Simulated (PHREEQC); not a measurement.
Consider water at 25 °C with 0.031 mol/kgw MnCl2, 0.2 mol/kgw NaHSO4 and 0.01 mol/kgw NiSO4. Closed to the air; pH follows from the charge balance.

All values are PHREEQC results (ion-association model, wateq4f.dat), not measurements.

No solid was allowed to form.

Task: Order these S species by the share of S that they hold, largest first: NaSO4-, NiSO4, HSO4-, SO4-2, MnSO4.

Result: HSO4- (57 %), SO4-2 (29 %), NaSO4- (6.2 %), MnSO4 (5.3 %), NiSO4 (1.9 %)

The pH is 1.21 and the ionic strength 0.403 mol/kgw.
